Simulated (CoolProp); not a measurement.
Vapour-liquid equilibrium of methanol (1) + benzene (2) at 407.8 K; x and y are mole fractions of (1).

Model: multi-fluid Helmholtz-energy mixture model, de Reuck 1993 and Thol 2012; pair parameters Bell 2016, in CoolProp.

Problem. Give the bubble pressure and the first vapour's composition at x = 0.05, 0.35, 0.95. Is there an azeotrope?

Solution. x = 0.05: 5.548 bar, y = 0.241; x = 0.35: 8.803 bar, y = 0.580; x = 0.95: 9.640 bar, y = 0.940. y crosses x between x = 0.65 and 0.8: the model has an azeotrope there.

Pair parameters are fitted to limited data, so mixtures are less certain than the pure fluids.
